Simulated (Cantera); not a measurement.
Input: 1 mol Si₃N₄, a varied amount of NF₃, 2.5 mol N₂, at 925 K and 0.100 bar.

Equilibrium computed with Cantera from the NASA thermochemical tables; the gas is ideal and each condensed phase is pure. Candidate condensed phases: Si, Si₃N₄; 16 gas species. Kinetics and transport are ignored.

log p: log10 of the partial pressure in bar; n: condensed amount in mol.

```csv
n(NF₃) (mol),log p N₂,log p SiF₄,log p F₂,log p F,log p NF₃,log p SiF₃,log p NF₂,n Si₃N₄(s)
0.53,-1.05,-1.94,<-13,<-13,<-13,-7.06,<-13,?
1.5,-1.11,-1.66,<-13,<-13,<-13,-6.85,<-13,?
2.5,-1.14,-1.56,<-13,<-13,<-13,-6.77,<-13,?
3.5,-1.16,-1.52,<-13,<-13,<-13,-6.73,<-13,?
4.5,-1.20,-1.55,-2.28,-2.50,-3.86,<-13,-7.42,0
5.5,-1.25,-1.63,-1.85,-2.28,-3.24,<-13,-7.01,0
6.5,-1.29,-1.69,-1.68,-2.20,-3.01,<-13,-6.86,0
7.5,-1.32,-1.75,-1.59,-2.15,-2.89,<-13,-6.78,0
```

**Question.** Some entries are withheld; supply them.

**Answer.** 
- 0.53, n Si₃N₄(s): 0.868
- 1.5, n Si₃N₄(s): 0.625
- 2.5, n Si₃N₄(s): 0.375
- 3.5, n Si₃N₄(s): 0.125
